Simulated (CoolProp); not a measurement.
Vapour-liquid equilibrium of n-heptane (1) + o-xylene (2) at 435.6 K; x and y are mole fractions of (1).

The numbers come from the multi-fluid Helmholtz-energy mixture model, Span 2003 and Zhou 2012; pair parameters Bell 2016 in CoolProp.

**Question.** Give the bubble pressure and the first vapour's composition at x = 0.425, 0.575, 0.725. Is there an azeotrope?

**Answer.** x = 0.425: 3.160 bar, y = 0.672; x = 0.575: 3.612 bar, y = 0.774; x = 0.725: 4.048 bar, y = 0.860. No azeotrope shows between x = 0.05 and 0.95.

Pair parameters are fitted to limited data, so mixtures are less certain than the pure fluids.
